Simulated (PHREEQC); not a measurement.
Make-up at 89 °C: 0.0022 mol KOH, 0.00019 mol H4SiO4 and 0.21 mol K2SO4 per kg of water. Closed to the air; pH follows from the charge balance.

The numbers come from PHREEQC with the ion-association model, wateq4f.dat.

```json
{
 "pH": "9.55",
 "ionic_strength": "0.428 mol/kgw",
 "activity_of_water": "0.991",
 "total_alkalinity": "2.20 meq/kg"
}
```

| species | molality | activity | log γ |
|---|---|---|---|
| K+ | 0.320 | 0.198 | -0.208 |
| SO4-2 | 0.108 | 0.0196 | -0.740 |
| KSO4- | 0.102 | 0.0685 | -0.173 |
| OH- | 0.00204 | 0.00125 | -0.215 |
| H3SiO4- | 0.000152 | 9.54e-5 | -0.202 |
| H4SiO4 | 3.61e-5 | 3.99e-5 | 0.043 |
| H2SiO4-2 | 1.97e-6 | 3.99e-7 | -0.694 |
| HSO4- | 4.46e-9 | 2.88e-9 | -0.191 |

No solid was allowed to form. Species that the database lacks are ignored. At this temperature some constants are extrapolated from 25 °C, and those without enthalpy data are left unchanged.
